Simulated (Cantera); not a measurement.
Cantera run:

```python
import numpy as np
import cantera as ct

gas_names = """
    CL CL2 H HCL H2 Ti TiCL TiCL2 TiCL3 TiCL4
""".split()
cond_names = """
    Ti(a) Ti(b) Ti(L) TiCL2(s) TiCL3(s) TiCL4(L)
""".split()


def load(file, names, dense=False):
    # The tables refer to 1 bar. Condensed volumes are neglected.
    table = {s.name: s for s in ct.Species.list_from_file(file)}
    out = []
    for n in names:
        d = dict(table[n].input_data)
        d["thermo"] = dict(d["thermo"], **{"reference-pressure": 1e5})
        if dense:
            d["equation-of-state"] = {"model": "constant-volume", "density": "1e6 g/cm^3"}
        out.append(ct.Species.from_dict(d))
    return out


gas = ct.Solution(thermo="ideal-gas", species=load("nasa_gas.yaml", gas_names))
cond = {s.name: ct.Solution(thermo="fixed-stoichiometry", species=[s], name=s.name)
        for s in load("nasa_condensed.yaml", cond_names, dense=True)}
atoms = {
    'TiCl4': {'Ti': 1, 'CL': 4},
    'H2': {'H': 2},
}
top_T = {'TiCL2(s)': 1300, 'TiCL3(s)': 1000}  # K; cautious upper limits of use, not melting points


def equilibrate(T, P, feed):
    n = {}
    for name, mol in feed.items():
        for a, k in atoms[name].items():
            n[a] = n.get(a, 0.0) + k * mol
    gas.TPX = T, P, n
    mass = sum(n.values()) * gas.mean_molecular_weight
    gas.equilibrate("TP")
    valid = [c for c in cond.values() if c.min_temp <= T <= top_T.get(c.name, c.max_temp)]
    mix = ct.Mixture([(gas, mass / gas.mean_molecular_weight)] + [(c, 0.0) for c in valid])
    mix.T, mix.P = T, P
    mix.equilibrate("TP", solver="vcs", rtol=1e-11, max_steps=5000)
    return mix


results = []
T = 1225  # K
P = 133.322  # Pa
for m in [17, 24, 33, 45, 62, 86, 120]:
    feed = {'TiCl4': 1, 'H2': m}  # mol
    mix = equilibrate(T, P, feed)
    results.append((T, P, feed, dict(zip(mix.species_names, mix.species_moles))))

top = {s: max(r[3][s] / sum(r[3][g] for g in gas_names) for r in results) for s in gas_names}
cols = sorted((s for s in top if top[s] > 1e-05), key=lambda s: -top[s])[:9]
seen = [c for c in cond_names if any(r[3].get(c, 0) > 1e-12 for r in results)]
print("log10 of partial pressures in bar; condensed amounts in mol")
print(f"{'n(H2)':>10s}" + "".join(f"{s[:9]:>10s}" for s in cols + seen))
for T, P, feed, n in results:
    ng = sum(n[g] for g in gas_names)
    print(f"{feed['H2']:10.4g}" + "".join(f"{np.log10(max(n[s] / ng * P / 1e5, 1e-99)):10.3f}" for s in cols)
          + "".join(f"{n.get(c, 0):10.4g}" for c in seen))
```

Result:

```
log10 of partial pressures in bar; condensed amounts in mol
     n(H2)        H2       HCL     TiCL3     TiCL4     TiCL2
        17    -2.924    -4.163    -4.170    -5.396    -6.261
        24    -2.910    -4.295    -4.304    -5.668    -6.257
        33    -2.901    -4.420    -4.433    -5.927    -6.256
        45    -2.894    -4.544    -4.561    -6.183    -6.257
        62    -2.889    -4.674    -4.697    -6.451    -6.260
        86    -2.885    -4.807    -4.838    -6.727    -6.267
       120    -2.882    -4.943    -4.985    -7.011    -6.276
```

Equilibrium computed with Cantera from the NASA thermochemical tables; the gas is ideal and each condensed phase is pure. The tables' values for TiCl2 are old estimates; treat these amounts as uncertain.
